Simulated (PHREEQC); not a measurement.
Consider water at 65 °C with 0.00076 mol/kgw HF, 0.011 mol/kgw CsF and 0.036 mol/kgw H2SO4. It is in equilibrium with CO2 at log p = -3.4 (atm). Otherwise closed; pH follows from the charge balance.

Model: ion-association model, wateq4f.dat, run in PHREEQC.

- pH: 1.56
- ionic strength: 0.0510 mol/kgw
- total alkalinity: -72.8 meq/kg

```tsv
species	molality	activity	log γ
H+	0.0326	0.0275	-0.074
HSO4-	0.0286	0.0231	-0.093
HF	0.0114	0.0116	0.005
Cs+	0.0110	0.00887	-0.093
SO4-2	0.00741	0.00321	-0.364
F-	0.000163	0.000130	-0.099
H2F2	7.35e-5	7.44e-5	0.005
```

No solid was allowed to form. Away from 25 °C the constants follow the database's enthalpies or fits; those with neither stay at their 25 °C values.
